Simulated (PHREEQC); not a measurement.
Solution (20 °C): 0.15 mol/kgw MgCl2, 0.0089 mol/kgw CO2 and 0.015 mol/kgw NaCl. Closed to the air; pH follows from the charge balance.

All values are PHREEQC results (ion-association model, phreeqc.dat), not measurements.

```
Property                      Value
--------------------  -------------
pH                             4.08
ionic strength        0.465 mol/kgw
activity of water             0.992
specific conductance    23200 µS/cm
density                 1.011 g/cm³
```

```tsv
species	molality	activity	log γ
Cl-	0.315	0.207	-0.183
Mg+2	0.150	0.0447	-0.526
Na+	0.0150	0.0108	-0.142
CO2	0.00879	0.00978	0.047
H+	0.000108	8.28e-5	-0.115
HCO3-	6.97e-5	4.86e-5	-0.156
MgHCO3+	3.79e-5	2.49e-5	-0.182
(CO2)2	1.33e-6	1.48e-6	0.047
NaHCO3	2.73e-7	3.04e-7	0.047
MgOH+	1.70e-9	1.23e-9	-0.141
```

No solid was allowed to form. Complexes and solids missing from the database can't appear.
